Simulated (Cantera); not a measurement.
**Fe + H2S + N2 + SO2 (metals in furnace atmospheres)**

A closed system holds: 1 mol Fe, 0.0065 mol H2S, 25 mol N2, 1.5 mol SO2, at 1348 K and 615 Torr.

Method: chemical equilibrium by Gibbs-energy minimisation in Cantera with the NASA 1993 tables (ideal gas, pure condensed phases). Candidate condensed phases: Fe, FeO, Fe(OH)2, Fe(OH)3, FeS, FeSO4, FeS2, Fe2O3, Fe2(SO4)3, Fe3O4, H2O, H2SO4, S; 38 gas species. Metal and sulfide melt together well below either melting point, which pure phases cannot show. Mutual solubility and eutectic melting of coexisting phases are not modelled. The tables' stoichiometric FeO is somewhat more stable than real wüstite, so its field is too wide. FeO, FeS: taken at fixed stoichiometry. Equilibrium is a limit: real reactors are often held back by kinetics, nucleation or transport.

```
Property                                    Value
-------------------------------------  ----------
x(N2)                                       0.953
x(SO2)                                     0.0391
x(S2)                                     0.00756
x(S2O)                                   0.000249
x(H2O)                                   0.000232
x(SO)                                    0.000176
x(H2)                                     8.99e-6
x(H2S)                                    5.83e-6
x(SH)                                     2.16e-6
n(FeO(s))                               0.933 mol
n(FeS(s))                              0.0671 mol
gas amount                              26.24 mol
log10 activity of Fe(γ) (absent)            -1.87
log10 activity of S(l) (absent)             -2.13
log10 activity of Fe(OH)2(s) (absent)       -9.14
```
